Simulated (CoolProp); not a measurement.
Vapour pressure (bar) of n-heptane: the reference equation beside estimates from Tc = 541.2 K, pc = 27.74 bar, ω = 0.349. Clausius-Clapeyron is anchored at 317 K with a constant enthalpy of vaporisation of 35.41 kJ/mol.

The numbers come from the reference Helmholtz-energy equation of state, Span 2003 in CoolProp. It is a short technical equation, of lower accuracy than the large ones.

```json
[
 {"T (K)": "309.9", "reference": "0.1065", "Lee-Kesler": "0.1018", "Clausius-Clapeyron": "0.1072", "Redlich-Kwong": "0.3416", "Soave-Redlich-Kwong": "0.1033", "Peng-Robinson": "0.1076"},
 {"T (K)": "312.3", "reference": "0.1187", "Lee-Kesler": "0.1136", "Clausius-Clapeyron": "0.1191", "Redlich-Kwong": "0.3724", "Soave-Redlich-Kwong": "0.1151", "Peng-Robinson": "0.1197"},
 {"T (K)": "314.6", "reference": "0.1314", "Lee-Kesler": "0.1260", "Clausius-Clapeyron": "0.1316", "Redlich-Kwong": "0.4039", "Soave-Redlich-Kwong": "0.1275", "Peng-Robinson": "0.1323"},
 {"T (K)": "317", "reference": "0.1458", "Lee-Kesler": "0.1400", "Clausius-Clapeyron": "0.1458", "Redlich-Kwong": "0.4389", "Soave-Redlich-Kwong": "0.1416", "Peng-Robinson": "0.1467"},
 {"T (K)": "319.3", "reference": "0.1608", "Lee-Kesler": "0.1547", "Clausius-Clapeyron": "0.1606", "Redlich-Kwong": "0.4747", "Soave-Redlich-Kwong": "0.1563", "Peng-Robinson": "0.1616"},
 {"T (K)": "321.7", "reference": "0.1778", "Lee-Kesler": "0.1713", "Clausius-Clapeyron": "0.1774", "Redlich-Kwong": "0.5143", "Soave-Redlich-Kwong": "0.1730", "Peng-Robinson": "0.1784"},
 {"T (K)": "324", "reference": "0.1955", "Lee-Kesler": "0.1886", "Clausius-Clapeyron": "0.1949", "Redlich-Kwong": "0.5546", "Soave-Redlich-Kwong": "0.1903", "Peng-Robinson": "0.1959"},
 {"T (K)": "326.4", "reference": "0.2154", "Lee-Kesler": "0.2081", "Clausius-Clapeyron": "0.2147", "Redlich-Kwong": "0.5992", "Soave-Redlich-Kwong": "0.2099", "Peng-Robinson": "0.2157"},
 {"T (K)": "328.7", "reference": "0.2360", "Lee-Kesler": "0.2284", "Clausius-Clapeyron": "0.2352", "Redlich-Kwong": "0.6444", "Soave-Redlich-Kwong": "0.2302", "Peng-Robinson": "0.2361"},
 {"T (K)": "331.1", "reference": "0.2592", "Lee-Kesler": "0.2512", "Clausius-Clapeyron": "0.2584", "Redlich-Kwong": "0.6944", "Soave-Redlich-Kwong": "0.2530", "Peng-Robinson": "0.2590"},
 {"T (K)": "333.4", "reference": "0.2831", "Lee-Kesler": "0.2748", "Clausius-Clapeyron": "0.2823", "Redlich-Kwong": "0.7450", "Soave-Redlich-Kwong": "0.2766", "Peng-Robinson": "0.2827"},
 {"T (K)": "335.8", "reference": "0.3099", "Lee-Kesler": "0.3013", "Clausius-Clapeyron": "0.3093", "Redlich-Kwong": "0.8006", "Soave-Redlich-Kwong": "0.3030", "Peng-Robinson": "0.3092"},
 {"T (K)": "338.1", "reference": "0.3375", "Lee-Kesler": "0.3286", "Clausius-Clapeyron": "0.3372", "Redlich-Kwong": "0.8569", "Soave-Redlich-Kwong": "0.3303", "Peng-Robinson": "0.3365"},
 {"T (K)": "340.5", "reference": "0.3684", "Lee-Kesler": "0.3592", "Clausius-Clapeyron": "0.3685", "Redlich-Kwong": "0.9187", "Soave-Redlich-Kwong": "0.3608", "Peng-Robinson": "0.3671"}
]
```

Absolute difference from the reference over all 14 rows, mean and median: Lee-Kesler 3.5 and 3.5 %, Clausius-Clapeyron 0.2 and 0.3 %, Redlich-Kwong 182.5 and 180.9 %, Soave-Redlich-Kwong 2.6 and 2.6 %, Peng-Robinson 0.4 and 0.3 %.
